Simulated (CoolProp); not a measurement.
Hydrogen sulfide along the isobar 478 bar: fugacity coefficient from the reference equation and from simpler models built on Tc = 373.1 K, pc = 89.99 bar, ω = 0.101; each cubic takes its own stable root.

The numbers come from the reference Helmholtz-energy equation of state, Lemmon 2006 in CoolProp. It is a short technical equation, of lower accuracy than the large ones.

```
T (K)          phase  reference
-----  -------------  ---------
220.2         liquid   0.007441
244.8         liquid    0.01898
269.3         liquid    0.03936
293.8         liquid    0.07031
318.3         liquid     0.1122
342.8         liquid     0.1643
367.3         liquid     0.2246
391.8  supercritical     0.2907
416.3  supercritical     0.3599
440.8  supercritical     0.4296
```

Problem. How far does each simpler model (van der Waals, Peng-Robinson) lie from the reference over these 10 states: mean and median of the absolute difference, and the worst?

Solution. 
- van der Waals: mean 150.7 %, median 68.9 %, worst +621.9 % at 220.2 K and 478 bar
- Peng-Robinson: mean 5.4 %, median 5.5 %, worst -6.5 % at 269.3 K and 478 bar
